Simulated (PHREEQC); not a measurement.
Make-up at 25 °C: 0.048 mol HF, 0.00074 mol NH4F, 0.0022 mol H2SiF6 and 4.2e-05 mol HCl per kg of water. Closed to the air; pH follows from the charge balance.

Computed with PHREEQC (ion-association model, phreeqc.dat).

```tsv
quantity	before	after
pH	2.11	2.09
ionic strength (mol/kgw)	0.0115	0.0118
HF2- (mol/kgw)	0.000689	0.000803
H4SiO4 (mol/kgw)	9.78e-11	5.94e-11
SI of Quartz (SiO2)	-6.03	-6.24
```

Q: What was changed between the two runs?
A. HF replaced by HBF4 at the same molality
B. HCl from 4.2e-05 to 2.1e-05 mol/kgw
C. diluted 5-fold with water
D. HF from 0.048 to 0.0528 mol/kgw
E. diluted 2-fold with water

A: D, HF from 0.048 to 0.0528 mol/kgw

This is a speciation only: nothing precipitates in the calculation. SiF6-2 is the database's only silicon fluoride.
